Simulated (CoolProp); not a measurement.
Sulfur hexafluoride at several states: density (kg/m³) from the reference equation and from simpler models built on Tc = 318.7 K, pc = 3.755 MPa, ω = 0.210; each cubic takes its own stable root.

Computed with CoolProp (reference Helmholtz-energy equation of state, Guder 2009).

| T (K) | p (MPa) | phase | reference | van der Waals | Soave-Redlich-Kwong |
|---|---|---|---|---|---|
| 393.8 | 0.572 | gas | 26.16 | 26.23 | 26.16 |
| 484 | 4.88 | supercritical | 193.3 | ? | 190.9 |
| 244.6 | 6.89 | liquid | ? | 1194 | ? |

Question: Some entries are withheld; supply them.

Answer: 
- 484, van der Waals: 204.4
- 244.6, reference: 1779
- 244.6, Soave-Redlich-Kwong: 1713
